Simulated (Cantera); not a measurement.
# Moist CO burnout

A perfectly stirred reactor is fed with 0.308 % CO, 0.447 % O2, 0.0139 % H2O, 99.2 % N2, equivalence ratio 0.34, at 0.260 bar; it is held at 1000 K, and followed from long to short residence time.

Detailed kinetics in Cantera: GRI-Mech 3.0 (53 species, 325 reactions).

```
τ (s)      x CO     x O2     x H2O     x OH     x H2
------  -------  -------  --------  -------  -------
2.1     0.00121  0.00353  0.000135  1.02e-6  2.07e-6
0.72    0.00193  0.00388  0.000134  1.13e-6  2.49e-6
0.25    0.00260  0.00421  0.000134  9.84e-7  2.13e-6
0.089   0.00299  0.00441  0.000137  4.12e-7  7.32e-7
0.031   0.00308  0.00447  0.000139   <1e-12   <1e-12
0.011   0.00308  0.00447  0.000139   <1e-12   <1e-12
0.0038  0.00308  0.00447  0.000139   <1e-12   <1e-12
0.0013  0.00308  0.00447  0.000139   <1e-12   <1e-12
```
x: mole fraction; the columns are a selection and need not sum to one.
